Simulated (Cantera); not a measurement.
Cantera run, input and output.

```python
import numpy as np
import cantera as ct

gas = ct.Solution("gri30.yaml")
gas.TP = 300, 36000
flame = ct.CounterflowDiffusionFlame(gas, width=0.02)
flame.fuel_inlet.X, flame.fuel_inlet.T = {'CH4': 1, 'C2H6': 0.1, 'C3H8': 0.1}, 623
flame.oxidizer_inlet.X, flame.oxidizer_inlet.T = {'O2': 0.2, 'N2': 0.8}, 550
flame.set_refine_criteria(ratio=3, slope=0.12, curve=0.24, prune=0.03)
show = ['OH', 'H', 'NO', 'CO', 'C2H2']

rows = []
print(f"{'mdot':>8s}{'a_max':>10s}{'a_mean':>10s}{'Tmax/K':>9s}" + "".join(f"{s:>11s}" for s in show) + "   (peak mole fractions)")
for i, mdot in enumerate([0.09, 0.13, 0.18, 0.25, 0.35, 0.5, 0.7, 0.99]):  # kg/m2/s on the oxidiser side
    flame.oxidizer_inlet.mdot, flame.fuel_inlet.mdot = mdot, 0.71 * mdot
    flame.solve(loglevel=0, auto=(i == 0))
    if flame.T.max() < max(623, 550) + 100:
        print(f"{mdot:8.3g}  no burning solution found from the previous one")
        break
    dT = np.abs(np.gradient(flame.T, flame.grid))
    rows.append([flame.strain_rate("max"), flame.strain_rate("mean"), flame.T.max(),
                 *(flame.X[gas.species_index(s)].max() for s in show), max(dT[0], dT[-1]) / dT.max()])
    print(f"{mdot:8.3g}{rows[-1][0]:10.1f}{rows[-1][1]:10.1f}{rows[-1][2]:9.1f}" + "".join(f"{x:11.3e}" for x in rows[-1][3:-1]))
```

It prints:

```
    mdot     a_max    a_mean   Tmax/K         OH          H         NO         CO       C2H2   (peak mole fractions)
    0.09     187.6      43.4   2008.6  8.086e-03  7.280e-03  2.008e-04  5.894e-02  2.049e-02
    0.13     260.3      62.6   1986.8  7.755e-03  7.473e-03  1.710e-04  5.837e-02  1.913e-02
    0.18     348.7      86.7   1969.7  7.483e-03  7.619e-03  1.447e-04  5.830e-02  1.789e-02
    0.25     470.4     120.4   1951.8  7.185e-03  7.700e-03  1.175e-04  5.860e-02  1.647e-02
    0.35     637.2     168.6   1927.5  6.724e-03  7.604e-03  8.824e-05  5.918e-02  1.457e-02
     0.5     878.9     240.9   1893.3  6.045e-03  7.193e-03  5.743e-05  6.026e-02  1.199e-02
     0.7    1183.1     337.2   1839.7  4.989e-03  6.190e-03  2.854e-05  6.144e-02  8.464e-03
    0.99  no burning solution found from the previous one
```

Cantera simulation using GRI-Mech 3.0 (53 species, 325 reactions); the numbers are that mechanism's predictions, not measurements. GRI-Mech 3.0 has no aromatics or soot, which form on the fuel side of real flames. The maximum strain rate includes the flame's own expansion and is several times the mean. A flux with no burning solution from the previous one only brackets extinction.
